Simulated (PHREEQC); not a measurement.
## Polishing slurry liquid

A solution holds 12 mmol/kgw K2CO3 and 1.3 mmol/kgw CO2, at 25 °C. Closed to the air; pH follows from the charge balance.

Equilibrium calculation in PHREEQC: ion-association model, phreeqc.dat.

Precipitation was switched off in this run.

What pH, ionic strength does the model give?

pH 10.63; ionic strength 0.0342 mol/kgw.

In which forms is C present?

CO3-2 77 %, HCO3- 23 % of the C.
